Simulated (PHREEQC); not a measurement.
0.33 g of hydrous ferric oxide (600 m²/g; 0.2 weak and 0.005 strong sites per Fe, Dzombak-Morel constants, diffuse double layer) in 1 kg of water with 0.05 mol/kgw of an inert sodium salt, at 25 °C; the pH is set by adding NaOH or the inert anion's acid. O2 is buffered at 0.21 atm. The system is closed to CO2. Precipitation was switched off in this run.

All values are PHREEQC results (ion-association model, wateq4f.dat), not measurements.

Q: Predict surface charge σ (C/m²) at pH = 5.88, 6.62, 9.62.

A: 
```tsv
pH	surface charge σ (C/m²)
5.88	0.098
6.62	0.051
9.62	-0.052
```

Species that the database lacks are ignored.
